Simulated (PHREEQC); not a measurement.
A solution holds 0.0076 mol TMAH, 6.6e-05 mol H3BO3 and 0.00084 mol Na2CO3 per kg of water, at 25 °C. Closed to the air; pH follows from the charge balance.

Model: ion-association model, wateq4f.dat, run in PHREEQC.

Question: The ionic strength comes out as 0.0101 mol/kgw. What activity coefficients do CO3-2, H2BO3-, HCO3-, NaCO3-, Na+ get?

Answer: CO3-2 0.67, H2BO3- 0.90, HCO3- 0.91, NaCO3- 0.91, Na+ 0.90.

No solid was allowed to form. (CH3)4N+ isn't in the database: it is added as a free cation with an ion size of 4 Å.
